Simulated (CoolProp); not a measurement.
Vapour-liquid equilibrium of propane (1) + n-butane (2) at 0.671 MPa; x and y are mole fractions of (1).

Model: multi-fluid Helmholtz-energy mixture model, Lemmon 2009 and Bücker 2006; pair parameters Kunz 2012, in CoolProp.

```csv
x,"bubble temperature, mixture model (°C)","bubble temperature, Raoult's law (°C)","y, mixture model","y, Raoult's law"
0.05,58.2,57.5,0.121,0.150
0.2,47.7,46.0,0.410,0.468
0.35,38.6,36.9,0.613,0.664
0.5,30.8,29.4,0.755,0.792
0.65,24.2,23.2,0.856,0.880
0.8,18.4,17.9,0.930,0.942
0.95,13.4,13.3,0.985,0.988
```

The largest gap from Raoult's law is +1.7 K in bubble temperature, at x = 0.35. No azeotrope shows between x = 0.05 and 0.95.

Pair parameters are fitted to limited data, so mixtures are less certain than the pure fluids.
